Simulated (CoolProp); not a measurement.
Benzene along the isotherm 346.85 °C: Z from the reference equation and from simpler models built on Tc = 288.9 °C, pc = 4.906 MPa, ω = 0.211; each cubic takes its own stable root.

Computed with CoolProp (reference Helmholtz-energy equation of state, Thol 2012).

```tsv
p (MPa)	phase	reference
0.818	gas	0.9582
1.64	gas	0.9142
2.45	gas	0.8684
3.27	gas	0.8190
4.09	gas	0.7658
4.91	supercritical	0.7079
5.72	supercritical	0.6458
6.54	supercritical	0.5781
7.36	supercritical	0.5088
```

Question: How far does each simpler model (van der Waals, Redlich-Kwong, Soave-Redlich-Kwong, Peng-Robinson) lie from the reference over these 9 states: mean and median of the absolute difference, and the worst?

Answer: 
- van der Waals: mean 3.1 %, median 0.4 %, worst -11.1 % at 346.85 °C and 7.36 MPa
- Redlich-Kwong: mean 1.6 %, median 1.4 %, worst -3.4 % at 346.85 °C and 6.54 MPa
- Soave-Redlich-Kwong: mean 1.6 %, median 0.6 %, worst +6.7 % at 346.85 °C and 7.36 MPa
- Peng-Robinson: mean 1.8 %, median 1.8 %, worst -2.8 % at 346.85 °C and 4.91 MPa
